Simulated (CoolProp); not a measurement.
Nitrous oxide along the isotherm 347.1 K: fugacity coefficient from the reference equation and from simpler models built on Tc = 309.5 K, pc = 7245 kPa, ω = 0.161; each cubic takes its own stable root.

Model: reference Helmholtz-energy equation of state, Lemmon 2006, in CoolProp. It is a short technical equation, of lower accuracy than the large ones.

| p (kPa) | phase | reference | Redlich-Kwong | Soave-Redlich-Kwong | Peng-Robinson |
|---|---|---|---|---|---|
| 836 | gas | 0.9726 | 0.9721 | 0.9732 | 0.9694 |
| 1670 | gas | 0.9457 | 0.9446 | 0.9468 | 0.9395 |
| 2510 | gas | 0.9189 | 0.9173 | 0.9207 | 0.9101 |
| 3340 | gas | 0.8928 | 0.8907 | 0.8952 | 0.8816 |
| 4180 | gas | 0.8668 | 0.8642 | 0.8697 | 0.8534 |
| 5020 | gas | 0.8410 | 0.8379 | 0.8446 | 0.8258 |
| 5850 | gas | 0.8158 | 0.8123 | 0.8201 | 0.7992 |
| 6690 | gas | 0.7907 | 0.7867 | 0.7957 | 0.7727 |
| 7520 | supercritical | 0.7660 | 0.7616 | 0.7719 | 0.7472 |
| 8360 | supercritical | 0.7414 | 0.7365 | 0.7481 | 0.7219 |
| 9200 | supercritical | 0.7169 | 0.7117 | 0.7247 | 0.6973 |
| 10000 | supercritical | 0.6939 | 0.6884 | 0.7027 | 0.6744 |
| 10900 | supercritical | 0.6685 | 0.6627 | 0.6786 | 0.6495 |
